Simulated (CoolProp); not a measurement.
Sulfur hexafluoride at 582.85 K and 1.23 MPa flows at 14 m/s in a round tube of 10 mm bore and 45 µm roughness, fully developed (64/Re and Nu = 3.66 if laminar; Colebrook and Gnielinski if turbulent). Each further row changes one setting.

The numbers come from the reference Helmholtz-energy equation of state, Guder 2009 in CoolProp.

| case | Reynolds number | Darcy friction factor | pressure drop (Pa/m) | heat-transfer coefficient (W/(m² K)) | mass flow (kg/h) |
|---|---|---|---|---|---|
| as stated | ? | ? | ? | 2120 | ? |
| velocity 28 m/s | 383000 | 0.0297 | ? | ? | 296 |
| diameter 20 mm | 383000 | ? | 4510 | 1720 | ? |

### Question
Some entries are withheld; supply them.

### Answer

- as stated, Reynolds number: 192000
- as stated, Darcy friction factor: 0.0300
- as stated, pressure drop (Pa/m): 11000
- as stated, mass flow (kg/h): 148
- velocity 28 m/s, pressure drop (Pa/m): 43500
- velocity 28 m/s, heat-transfer coefficient (W/(m² K)): 4210
- diameter 20 mm, Darcy friction factor: 0.0246
- diameter 20 mm, mass flow (kg/h): 592

Viscosity comes from a separate model (Quiñones-Cisneros 2012). Thermal conductivity comes from a separate model (Assael 2012).
